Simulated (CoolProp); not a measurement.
Carbon dioxide along the isotherm 221.6 K: Z from the reference equation and from simpler models built on Tc = 304.1 K, pc = 7.377 MPa, ω = 0.224; each cubic takes its own stable root.

Values from CoolProp's reference Helmholtz-energy equation of state, Span 1996.

```
p (MPa)   phase  reference  van der Waals  Redlich-Kwong  Soave-Redlich-Kwong  Peng-Robinson
-------  ------  ---------  -------------  -------------  -------------------  -------------
0.461       gas     0.9351         0.9596         0.9461               0.9414         0.9383
0.922    liquid    0.01897         0.9155        0.02140              0.02062        0.01819
1.38     liquid    0.02837         0.8670        0.03197              0.03081        0.02720
1.84     liquid    0.03779        0.06154        0.04255              0.04103        0.03622
2.31     liquid    0.04740        0.07698        0.05331              0.05143        0.04541
2.77     liquid    0.05679        0.09200        0.06381              0.06159        0.05439
3.23     liquid    0.06616         0.1069        0.07428              0.07172        0.06335
3.69     liquid    0.07552         0.1218        0.08471              0.08183        0.07229
```

At some of these states van der Waals gives the other phase, because its saturation line lies elsewhere.
